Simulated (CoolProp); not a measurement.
Saturation properties of R115.

Model: reference Helmholtz-energy equation of state, Lemmon 2016, in CoolProp.

| T (°C) | p (MPa) | enthalpy of vaporisation (kJ/kg) | vapour Z |
|---|---|---|---|
| -87.85 | 0.005799 | 142.1 | 0.9952 |
| -82.65 | 0.008555 | 140.4 | 0.9934 |
| -77.55 | 0.01223 | 138.7 | 0.9913 |
| -72.35 | 0.01724 | 137.0 | 0.9887 |
| -67.25 | 0.02365 | 135.3 | 0.9855 |
| -62.15 | 0.03188 | 133.6 | 0.9818 |
| -56.95 | 0.04250 | 131.8 | 0.9775 |
| -51.85 | 0.05548 | 130.0 | 0.9725 |
| -46.75 | 0.07142 | 128.2 | 0.9669 |
| -41.55 | 0.09118 | 126.2 | 0.9604 |
| -36.45 | 0.1145 | 124.3 | 0.9533 |
| -31.25 | 0.1427 | 122.3 | 0.9452 |
| -26.15 | 0.1754 | 120.2 | 0.9365 |
| -21.05 | 0.2135 | 118.1 | 0.9269 |

It boils at -39.2 °C under 1 atm.
